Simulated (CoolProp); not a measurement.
Vapour-liquid equilibrium of diethyl ether (1) + n-hexane (2) at 405 kPa; x and y are mole fractions of (1).

Model: multi-fluid Helmholtz-energy mixture model, Thol 2014 and Thol 2019; pair parameters Bell 2016, in CoolProp.

```
x     bubble temperature (K)  y at the bubble point  dew temperature at overall composition x (K)  liquid density (mol/L)
----  ----------------------  ---------------------  --------------------------------------------  ----------------------
0.05                   389.9                  0.119                                         392.1                   6.577
0.2                    380.5                  0.384                                         387.1                   6.879
0.35                   373.5                  0.564                                         381.8                   7.175
0.5                    367.8                  0.699                                         376.1                   7.478
0.65                   362.9                  0.808                                         369.9                   7.794
0.8                    358.5                  0.899                                         363.2                   8.129
0.95                   354.6                  0.977                                         356.0                   8.485
```

No azeotrope shows between x = 0.05 and 0.95.

Pair parameters are fitted to limited data, so mixtures are less certain than the pure fluids.
